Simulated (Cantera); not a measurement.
What does this Cantera script print?

```python
import numpy as np
import cantera as ct

gas = ct.Solution("gri30.yaml")
gas.TPX = 1250, 760000, {'CH4': 0.59, 'O2': 1.18, 'N2': 4.12}
reactor = ct.IdealGasReactor(gas, energy="on", clone=False)
net = ct.ReactorNet([reactor])
net.rtol, net.atol = 1e-08, 1e-16
show = ['CH4', 'O2', 'CH2', 'H2O', 'CH2O', 'HO2']
times = np.geomspace(2e-06, 3, 12)

steps = ct.SolutionArray(gas, extra=["t"])
rows = []
print(f"{'t/s':>10s}{'T/K':>9s}{'P/Pa':>11s}" + "".join(f"{s:>11s}" for s in show))
for t in times:
    while net.time < t:
        t_next = net.step()
        steps.append(gas.state, t=t_next)
    rows.append([np.interp(t, steps.t, y) for y in (steps.T, steps.P, *steps(*show).X.T)])
    print(f"{t:10.3e}{rows[-1][0]:9.1f}{rows[-1][1]:11.4g}" + "".join(f"{x:11.3e}" for x in rows[-1][2:]))
rate = np.gradient(steps.T, steps.t)
print("integrator steps:", len(steps.t))
if steps.T.max() > steps.T[0] + 200:
    print(f"time of steepest temperature rise: {steps.t[rate.argmax()]:.4e} s")
gas.TPX = 1250, 760000, {'CH4': 0.59, 'O2': 1.18, 'N2': 4.12}
gas.equilibrate("UV")
print(f"equilibrium (UV): T = {gas.T:.1f} K  " + "  ".join(f"{s} {gas[s].X[0]:.3e}" for s in show))
```

Result:

```
       t/s      T/K       P/Pa        CH4         O2        CH2        H2O       CH2O        HO2
 2.000e-06   1250.0    7.6e+05  1.002e-01  2.003e-01  1.559e-17  6.680e-10  4.263e-10  3.449e-08
 7.286e-06   1250.0    7.6e+05  1.002e-01  2.003e-01  2.258e-16  8.146e-09  5.925e-09  1.232e-07
 2.654e-05   1250.0    7.6e+05  1.002e-01  2.003e-01  4.715e-15  1.377e-07  9.189e-08  4.168e-07
 9.670e-05   1250.0    7.6e+05  1.002e-01  2.003e-01  1.800e-13  3.042e-06  2.017e-06  1.127e-06
 3.523e-04   1250.3  7.602e+05  1.001e-01  2.003e-01  1.888e-12  5.119e-05  3.689e-05  1.834e-06
 1.283e-03   1253.8  7.623e+05  9.952e-02  1.999e-01  8.378e-12  4.961e-04  2.915e-04  5.638e-06
 4.675e-03   3031.2  1.914e+06  1.492e-13  1.569e-02  5.168e-13  1.661e-01  4.601e-09  1.724e-05
 1.703e-02   3031.2  1.914e+06  1.492e-13  1.569e-02  5.168e-13  1.661e-01  4.601e-09  1.724e-05
 6.205e-02   3031.2  1.914e+06  1.492e-13  1.569e-02  5.168e-13  1.661e-01  4.601e-09  1.724e-05
 2.260e-01   3031.2  1.914e+06  1.492e-13  1.569e-02  5.168e-13  1.661e-01  4.601e-09  1.724e-05
 8.235e-01   3031.2  1.914e+06  1.492e-13  1.569e-02  5.168e-13  1.661e-01  4.601e-09  1.724e-05
 3.000e+00   3031.2  1.914e+06  1.492e-13  1.569e-02  5.168e-13  1.661e-01  4.601e-09  1.724e-05
integrator steps: 2349
time of steepest temperature rise: 3.0880e-03 s
equilibrium (UV): T = 3031.2 K  CH4 1.868e-13  O2 1.569e-02  CH2 5.645e-13  H2O 1.661e-01  CH2O 4.601e-09  HO2 1.724e-05
```

Computed with Cantera and GRI-Mech 3.0 (53 species, 325 reactions). Above 3000 K some thermodynamic fits are extrapolated.
